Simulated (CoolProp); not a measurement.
Computed with CoolProp (reference Helmholtz-energy equation of state, Lemmon 2006). It is a short technical equation, of lower accuracy than the large ones.

For R142b, give the phase and the cp (kJ/(kg K)), cv (kJ/(kg K)) at 197.6 K and 0.362 MPa; 156.3 K and 1.34 MPa; 157.6 K and 12.1 MPa.


- 197.6 K and 0.362 MPa: liquid; cp 1.13, cv 0.739
- 156.3 K and 1.34 MPa: liquid; cp 1.10, cv 0.688
- 157.6 K and 12.1 MPa: liquid; cp 1.09, cv 0.695
